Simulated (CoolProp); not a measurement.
Vapour-liquid equilibrium of R134a (1) + R245fa (2) at -46.65 °C; x and y are mole fractions of (1).

The numbers come from the multi-fluid Helmholtz-energy mixture model, Tillner-Roth 1994 and Akasaka 2015; pair parameters Akasaka 2014 in CoolProp.

```tsv
x	bubble pressure, mixture model (kPa)	bubble pressure, Raoult's law (kPa)	y, mixture model	y, Raoult's law
0.05	[?]	5.285	[?]	0.338
0.125	7.766	7.685	0.583	0.580
0.2	10.18	10.08	0.708	0.708
0.275	12.57	12.48	0.785	0.786
0.35	[?]	14.88	0.837	0.839
0.425	17.33	17.28	0.875	0.877
0.5	19.70	19.68	[?]	0.906
0.575	22.07	22.08	0.927	0.929
0.65	24.44	24.48	0.945	0.947
0.725	26.83	26.88	[?]	0.962
0.8	[?]	29.28	0.973	0.975
0.875	[?]	31.68	0.985	0.985
0.95	34.06	34.08	0.994	0.995
```

### Question
Fill in the missing entries.

### Answer

- 0.05, bubble pressure, mixture model (kPa): 5.327
- 0.05, y, mixture model: 0.341
- 0.35, bubble pressure, mixture model (kPa): 14.96
- 0.5, y, mixture model: 0.904
- 0.725, y, mixture model: 0.960
- 0.8, bubble pressure, mixture model (kPa): 29.22
- 0.875, bubble pressure, mixture model (kPa): 31.63

The largest gap from Raoult's law is +1.1 % in bubble pressure, at x = 0.125. No azeotrope shows between x = 0.05 and 0.95.

The pair parameters rest on a limited set of measurements; away from them the model extrapolates.
